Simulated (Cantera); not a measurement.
Input (Python, Cantera) and output of one run.

```python
import numpy as np
import cantera as ct

gas_names = [...]  # 76 gases of nasa_gas.yaml made of C, H
cond_names = """
    C(gr) C6H6(L) C7H8(L) C8H18(L),n-octa
""".split()


# ... load() reads the species with a 1 bar reference pressure and builds the phases ...
atoms = {
    'C2H6': {'C': 2, 'H': 6},
    'H2': {'H': 2},
}
top_T = {'C(gr)': 4500}  # K; cautious upper limits of use, not melting points


# ... equilibrate(T, P, feed) seeds the gas with the atoms and calls Mixture.equilibrate('TP', solver="vcs", rtol=1e-11, max_steps=5000) ...
results = []
feed = {'C2H6': 1, 'H2': 0.35}  # mol
P = 92  # Pa
for T in [1273, 1423, 1573, 1723, 1873, 2023, 2173, 2323, 2473, 2623, 2773, 2923, 3073]:
    mix = equilibrate(T, P, feed)
    results.append((T, P, feed, dict(zip(mix.species_names, mix.species_moles))))
    x = sorted(zip(gas.X, gas.species_names), reverse=True)
    print(f"T = {T:g} K  P = {P:g} Pa  gas = {mix.phase_moles(0):.4g} mol")
    print("   x: " + "  ".join(f"{s} {v:.3e}" for v, s in x if v > 1e-06))
    print("   condensed (mol): " + ("  ".join(f"{mix.phase(i).name} {mix.phase_moles(i):.4g}"
          for i in range(1, mix.n_phases) if mix.phase_moles(i) > 1e-12) or "none"))
```

It prints:

```
T = 1273 K  P = 92 Pa  gas = 3.35 mol
   x: H2 1.000e+00  H 2.351e-05  CH4 8.642e-06
   condensed (mol): C(gr) 2
T = 1423 K  P = 92 Pa  gas = 3.35 mol
   x: H2 9.998e-01  H 2.190e-04  CH4 3.502e-06  C2H2,acetylene 3.432e-06
   condensed (mol): C(gr) 2
T = 1573 K  P = 92 Pa  gas = 3.352 mol
   x: H2 9.986e-01  H 1.340e-03  C2H2,acetylene 2.062e-05  CH4 1.683e-06
   condensed (mol): C(gr) 2
T = 1723 K  P = 92 Pa  gas = 3.36 mol
   x: H2 9.939e-01  H 5.994e-03  C2H2,acetylene 8.995e-05
   condensed (mol): C(gr) 1.999
T = 1873 K  P = 92 Pa  gas = 3.386 mol
   x: H2 9.786e-01  H 2.105e-02  C2H2,acetylene 3.054e-04
   condensed (mol): C(gr) 1.998
T = 2023 K  P = 92 Pa  gas = 3.455 mol
   x: H2 9.385e-01  H 6.066e-02  C2H2,acetylene 8.384e-04  C2H 1.096e-06
   condensed (mol): C(gr) 1.994
T = 2173 K  P = 92 Pa  gas = 3.615 mol
   x: H2 8.513e-01  H 1.468e-01  C2H2,acetylene 1.879e-03  C2H 1.040e-05  C4H2 1.686e-06  C3 1.509e-06  C 1.021e-06
   condensed (mol): C(gr) 1.986
T = 2323 K  P = 92 Pa  gas = 3.941 mol
   x: H2 6.968e-01  H 2.997e-01  C2H2,acetylene 3.374e-03  C2H 6.943e-05  C3 2.769e-05  C 1.317e-05  C4H2 6.697e-06  C2 2.469e-06  C2H2,vinylidene 1.377e-06
   condensed (mol): C(gr) 1.972
T = 2473 K  P = 92 Pa  gas = 4.504 mol
   x: H 5.111e-01  H2 4.834e-01  C2H2,acetylene 4.661e-03  C3 3.533e-04  C2H 3.340e-04  C 1.243e-04  C2 3.239e-05  C4H2 1.854e-05  CH 3.385e-06  C2H2,vinylidene 3.312e-06  CH2 1.401e-06
   condensed (mol): C(gr) 1.949
T = 2623 K  P = 92 Pa  gas = 5.278 mol
   x: H 7.203e-01  H2 2.691e-01  C2H2,acetylene 4.769e-03  C3 3.338e-03  C2H 1.175e-03  C 9.058e-04  C2 3.149e-04  C4H2 3.504e-05  C5 1.655e-05  CH 1.304e-05  C2H2,vinylidene 5.522e-06  C4 3.324e-06  CH2 2.222e-06
   condensed (mol): C(gr) 1.875
T = 2773 K  P = 92 Pa  gas = 6.151 mol
   x: H 8.425e-01  H2 1.182e-01  C3 2.454e-02  C 5.315e-03  C2H2,acetylene 3.599e-03  C2H 3.094e-03  C2 2.383e-03  C5 2.134e-04  C4H2 4.560e-05  C4 4.124e-05  CH 3.732e-05  C2H2,vinylidene 6.425e-06  CH2 2.477e-06
   condensed (mol): C(gr) 1.394
T = 2923 K  P = 92 Pa  gas = 7.142 mol
   x: H 8.455e-01  C3 7.508e-02  H2 4.285e-02  C 2.081e-02  C2 9.374e-03  C2H 4.119e-03  C2H2,acetylene 1.361e-03  C5 6.945e-04  C4 1.623e-04  CH 6.684e-05  C4H2 1.801e-05  C2H2,vinylidene 3.574e-06  CH2 1.657e-06
   condensed (mol): none
T = 3073 K  P = 92 Pa  gas = 7.492 mol
   x: H 8.563e-01  C3 6.114e-02  C 4.760e-02  H2 1.746e-02  C2 1.437e-02  C2H 2.399e-03  C5 2.672e-04  C2H2,acetylene 2.570e-04  C4 1.111e-04  CH 7.620e-05  C4H2 1.579e-06
   condensed (mol): none
```

These are equilibrium values from Cantera (NASA tables, ideal gas, pure condensed phases), not measurements of a reactor.
